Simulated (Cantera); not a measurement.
An adiabatic, constant-volume homogeneous reactor starts with 9.92 % CH4, 15.3 % O2, 74.8 % N2, equivalence ratio 1.3, at 1550 K and 0.987 atm.

Computed with Cantera and GRI-Mech 3.0 (53 species, 325 reactions).

### Question
Predict: time of steepest temperature rise; temperature at 2.00 s; equilibrium temperature; x(O2) at 2.00 s; x(N2O) at 2.00 s; x(O) at 2.00 s; x(NO) at 2.00 s.

### Answer
| Quantity | Result |
|---|---|
| time of steepest temperature rise | 0.933 ms |
| temperature at 2.00 s | 2853 K |
| equilibrium temperature | 2853 K |
| x(O2) at 2.00 s | 0.00417 (gas-phase equilibrium 0.00417) |
| x(N2O) at 2.00 s | 3.90e-7 (gas-phase equilibrium 3.90e-7) |
| x(O) at 2.00 s | 0.00308 (gas-phase equilibrium 0.00308) |
| x(NO) at 2.00 s | 0.00526 (gas-phase equilibrium 0.00526) |
